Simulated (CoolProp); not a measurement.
Vapour-liquid equilibrium of ethanol (1) + p-xylene (2) at 403 K; x and y are mole fractions of (1).

The numbers come from the multi-fluid Helmholtz-energy mixture model, Schroeder 2014 and Zhou 2012; pair parameters Bell 2016 in CoolProp.

```tsv
x	bubble pressure, mixture model (MPa)	bubble pressure, Raoult's law (MPa)	y, mixture model	y, Raoult's law
0.05	0.1824	0.1049	0.563	0.272
0.125	0.2814	0.1417	0.723	0.504
0.2	0.3395	0.1785	0.776	0.640
0.275	0.3744	0.2153	0.802	0.729
0.35	0.3974	0.2521	0.818	0.793
0.425	0.4148	0.2889	0.830	0.840
0.5	0.4304	0.3257	0.842	0.877
0.575	0.4466	0.3625	0.856	0.906
0.65	0.4642	0.3993	0.872	0.930
0.725	0.4839	0.4361	0.892	0.949
0.8	0.5056	0.4729	0.916	0.966
0.875	0.5291	0.5096	0.945	0.980
0.95	0.5540	0.5464	0.977	0.993
```

The largest gap from Raoult's law is +98.6 % in bubble pressure, at x = 0.125. No azeotrope shows between x = 0.05 and 0.95.

The pair parameters rest on a limited set of measurements; away from them the model extrapolates. With so large a gap from Raoult's law the liquid may split in two, which this calculation doesn't test in full.
